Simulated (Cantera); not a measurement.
Charge: 1 mol Cr₂O₃, 7.5 mol H₂, 1.3 mol N₂, equilibrated at 1777 °C and 1000 Pa.

Equilibrium computed with Cantera from the NASA thermochemical tables; the gas is ideal and each condensed phase is pure. Candidate condensed phases: Cr, CrN, Cr₂N, Cr₂O₃, H₂O; 29 gas species. Equilibrium is a limit: real reactors are often held back by kinetics, nucleation or transport.

Base state: H₂ 0.760, N₂ 0.141, H₂O 0.0468, Cr 0.0309, H 0.0198, CrO 0.00136, OH 0.000133, CrO₂ 2.96e-5 (mole fractions); condensed: Cr₂O₃(s).

Question: What changes in the equilibrium state with this change: temperature from 1777 °C to 477 °C?

Answer: 
```json
[
 {"species": "H₂", "before": "0.760", "after": "0.852"},
 {"species": "N₂", "before": "0.141", "after": "0.148"},
 {"species": "NH₃", "before": "4.61e-8", "after": "1.54e-5"},
 {"species": "H₂O", "before": "0.0468", "after": "2.30e-6"},
 {"species": "Cr", "before": "0.0309", "after": "<1e-9"},
 {"species": "H", "before": "0.0198", "after": "<1e-9"},
 {"species": "CrO", "before": "0.00136", "after": "<1e-9"},
 {"species": "OH", "before": "0.000133", "after": "<1e-9"},
 {"species": "CrO₂", "before": "2.96e-5", "after": "<1e-9"},
 {"species": "Cr₂O₃(s), mol", "before": "0.852", "after": "1.000"}
]
```

Question: What changes in the equilibrium state with this change: H₂ from 7.5 to 870 mol?

Answer: 
| species | before | after |
|---|---|---|
| H₂ | 0.760 | 0.971 |
| H | 0.0198 | 0.0223 |
| H₂O | 0.0468 | 0.00338 |
| N₂ | 0.141 | 0.00147 |
| Cr | 0.0309 | 0.00226 |
| CrO₂ | 2.96e-5 | 6.94e-9 |
| CrO | 0.00136 | 5.62e-6 |
| OH | 0.000133 | 8.51e-6 |
| Cr₂O₃(s), mol | 0.852 | 0 |
